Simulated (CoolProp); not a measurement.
Vapour-liquid equilibrium of dimethyl carbonate (1) + cyclohexane (2) at 473.1 K; x and y are mole fractions of (1).

Computed with CoolProp (multi-fluid Helmholtz-energy mixture model, Zhou 2011 and Zhou 2014; pair parameters Bell 2016).

| x | bubble pressure (bar) | y at the bubble point | dew pressure at overall composition x (bar) | liquid density (mol/L) |
|---|---|---|---|---|
| 0.05 | 14.36 | 0.092 | 13.94 | 6.874 |
| 0.15 | 15.67 | 0.225 | 14.94 | 6.927 |
| 0.25 | 16.49 | 0.320 | 15.91 | 7.008 |
| 0.35 | 16.95 | 0.396 | 16.70 | 7.124 |
| 0.45 | 17.15 | 0.463 | 17.13 | 7.279 |
| 0.55 | 17.13 | 0.528 | 17.07 | 7.474 |
| 0.65 | 16.88 | 0.597 | 16.55 | 7.710 |
| 0.75 | 16.37 | 0.676 | 15.75 | 7.983 |
| 0.85 | 15.53 | 0.774 | 14.83 | 8.291 |
| 0.95 | 14.28 | 0.909 | 13.90 | 8.629 |

y crosses x between x = 0.45 and 0.55: the model has an azeotrope there.

The pair parameters rest on a limited set of measurements; away from them the model extrapolates.
